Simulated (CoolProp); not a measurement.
CH3F (R41) at several states: fugacity coefficient from the reference equation and from simpler models built on Tc = 44.1 °C, pc = 5.906 MPa, ω = 0.200; each cubic takes its own stable root.

Model: reference Helmholtz-energy equation of state, Lemmon 2006, in CoolProp. It is a short technical equation, of lower accuracy than the large ones.

| T (°C) | p (MPa) | phase | reference |
|---|---|---|---|
| -82.75 | 4.64 | liquid | 0.01834 |
| -105.65 | 0.224 | liquid | 0.07539 |
| 33.55 | 6.28 | liquid | 0.5165 |
| 8.25 | 0.0125 | gas | 0.9988 |
| -111.55 | 10.2 | liquid | 0.001347 |
| 97.35 | 8.23 | supercritical | 0.7097 |

How far does each simpler model (Soave-Redlich-Kwong, Peng-Robinson) lie from the reference over these 6 states: mean and median of the absolute difference, and the worst?


- Soave-Redlich-Kwong: mean 4.2 %, median 4.5 %, worst -8.6 % at -105.65 °C and 0.224 MPa
- Peng-Robinson: mean 1.7 %, median 1.1 %, worst +3.9 % at 33.55 °C and 6.28 MPa
